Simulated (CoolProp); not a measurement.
Vapour-liquid equilibrium of acetone (1) + n-decane (2) at 79.95 °C; x and y are mole fractions of (1).

Computed with CoolProp (multi-fluid Helmholtz-energy mixture model, Lemmon 2006 and Lemmon 2006; pair parameters Bell 2016).

```csv
x,bubble pressure (MPa),y at the bubble point,dew pressure at overall composition x (MPa),liquid density (mol/L)
0.05,0.02547,0.845,0.004280,4.970
0.15,0.06765,0.945,0.004782,5.332
0.25,0.1029,0.966,0.005417,5.741
0.35,0.1285,0.975,0.006245,6.206
0.45,0.1456,0.979,0.007371,6.742
0.55,0.1572,0.982,0.008990,7.368
0.65,0.1665,0.984,0.01152,8.112
0.75,0.1763,0.987,0.01602,9.013
0.85,0.1886,0.990,0.02632,10.13
0.95,0.2051,0.996,0.07341,11.54
```

No azeotrope shows between x = 0.05 and 0.95.

Pair parameters are fitted to limited data, so mixtures are less certain than the pure fluids. With so large a gap from Raoult's law the liquid may split in two, which this calculation doesn't test in full.
